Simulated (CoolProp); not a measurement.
Properties of propylene at several states.

Values from CoolProp's reference Helmholtz-energy equation of state, Lemmon 2013.

```json
[
 {"T (K)": "534.4", "p (MPa)": "0.0601", "phase": "gas", "Z": "0.9987", "cp (kJ/(kg K))": "2.373", "isothermal compressibility (1/MPa)": "16.66", "expansivity (1/kK)": "1.880", "viscosity (µPa s)": "14.9"},
 {"T (K)": "414.6", "p (MPa)": "1.69", "phase": "gas", "Z": "0.9120", "cp (kJ/(kg K))": "2.091", "isothermal compressibility (1/MPa)": "(withheld)", "expansivity (1/kK)": "(withheld)", "viscosity (µPa s)": "(withheld)"},
 {"T (K)": "179.6", "p (MPa)": "4.1", "phase": "liquid", "Z": "0.1732", "cp (kJ/(kg K))": "2.070", "isothermal compressibility (1/MPa)": "(withheld)", "expansivity (1/kK)": "(withheld)", "viscosity (µPa s)": "367"}
]
```

Question: Complete the blanks.

Answer: 
- 414.6, isothermal compressibility (1/MPa): 0.6512
- 414.6, expansivity (1/kK): 3.238
- 414.6, viscosity (µPa s): 12.5
- 179.6, isothermal compressibility (1/MPa): 0.001024
- 179.6, expansivity (1/kK): 1.669

Viscosity comes from a separate model (Huber 2003), an estimate that may be off by 10 % or more.
